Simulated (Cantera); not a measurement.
An isothermal, constant-pressure homogeneous reactor starts with 0.0703 % CH4, 2.34 % O2, 97.6 % N2, at 1550 K and 1.00 bar.

Detailed kinetics in Cantera: GRI-Mech 3.0 (53 species, 325 reactions).

x: mole fraction; the columns are a selection and need not sum to one.

```json
[
 {"t (s)": "0.000300", "x CH4": "0.000702", "x O2": "0.0234", "x HCO": "<1e-12", "x C2H4": "8.82e-11", "x N2O": "1.91e-11"},
 {"t (s)": "0.00145", "x CH4": "0.000692", "x O2": "0.0234", "x HCO": "1.13e-10", "x C2H4": "5.25e-8", "x N2O": "3.06e-10"},
 {"t (s)": "0.00702", "x CH4": "<1e-12", "x O2": "0.0220", "x HCO": "1.44e-12", "x C2H4": "<1e-12", "x N2O": "[?]"},
 {"t (s)": "0.0340", "x CH4": "<1e-12", "x O2": "0.0220", "x HCO": "<1e-12", "x C2H4": "<1e-12", "x N2O": "[?]"},
 {"t (s)": "0.164", "x CH4": "<1e-12", "x O2": "0.0220", "x HCO": "<1e-12", "x C2H4": "<1e-12", "x N2O": "[?]"},
 {"t (s)": "0.795", "x CH4": "<1e-12", "x O2": "0.0220", "x HCO": "<1e-12", "x C2H4": "<1e-12", "x N2O": "3.77e-8"},
 {"t (s)": "3.85", "x CH4": "<1e-12", "x O2": "0.0220", "x HCO": "<1e-12", "x C2H4": "<1e-12", "x N2O": "3.76e-8"},
 {"t (s)": "18.6", "x CH4": "<1e-12", "x O2": "0.0220", "x HCO": "<1e-12", "x C2H4": "<1e-12", "x N2O": "3.76e-8"},
 {"t (s)": "90.0", "x CH4": "<1e-12", "x O2": "0.0220", "x HCO": "<1e-12", "x C2H4": "<1e-12", "x N2O": "3.76e-8"}
]
```

### Question
Some entries are withheld; supply them.

### Answer

- 0.00702, x N2O: 1.02e-6
- 0.0340, x N2O: 7.41e-7
- 0.164, x N2O: 6.85e-8
